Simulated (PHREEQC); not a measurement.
Solution (25 °C): 14 mmol/kgw HF, 59 mmol/kgw (CH3)4NF and 0.0009 mmol/kgw H4SiO4. Closed to the air; pH follows from the charge balance.

The numbers come from PHREEQC with the ion-association model, wateq4f.dat.

Precipitation was switched off in this run.

### Question
Estimate the pH, ionic strength.

### Answer
pH 3.79; ionic strength 0.0592 mol/kgw.

### Question
In which forms is F present?

### Answer
F- 78 %, HF 15 %, HF2- 6.5 %, H2F2 0.8 % of the F.

(CH3)4N+ isn't in the database: it is added as a free cation with an ion size of 4 Å. SiF6-2 is the database's only silicon fluoride.
